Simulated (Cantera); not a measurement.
Input: 1 mol Si, 2.1 mol F2, 33 mol H2, equilibrated at 548.15 K and 1.33 mbar.

Equilibrium computed with Cantera from the NASA thermochemical tables; the gas is ideal and each condensed phase is pure. Candidate condensed phases: Si; 25 gas species. Equilibrium is a limit: real reactors are often held back by kinetics, nucleation or transport.

Base state: H2 0.965, SiF4 0.0293, HF 0.00587 (mole fractions); condensed: gas only.

What changes in the equilibrium state with this change: F2 from 2.1 to 4.4 mol?


| species | before | after |
|---|---|---|
| H2 | 0.965 | 0.841 |
| HF | 0.00587 | 0.132 |
| SiF4 | 0.0293 | 0.0275 |
